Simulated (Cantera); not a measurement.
A closed system holds: 1 mol NiS, 4.7 mol H₂, 36 mol N₂, held at 1248.15 K and 133 Pa.

Cantera equilibrium calculation (NASA polynomials, part measured and part estimated; ideal gas, pure solids and liquids). Candidate condensed phases: Ni, NiS, NiS₂, Ni₃S₂, Ni₃S₄, S; 17 gas species. Gases not in the tables: S₃ to S₇. Equilibrium is a limit: real reactors are often held back by kinetics, nucleation or transport.

Base state: N₂ 0.882, H₂ 0.112, H₂S 0.00318, S₂ 0.00245, SH 8.07e-5 (mole fractions); condensed: Ni₃S₂(l).

**Question.** What changes in the equilibrium state with this change: NiS replaced by PbS?

**Answer.** 
```csv
species,before,after
N₂,0.882,0.862
H₂,0.112,0.110
PbS,0,0.0178
Pb,0,0.00610
S₂,0.00245,0.00171
H₂S,0.00318,0.00261
SH,8.07e-5,6.67e-5
"Ni₃S₂(l), mol",0.333,0
```
Further candidate phases: Pb, PbS.
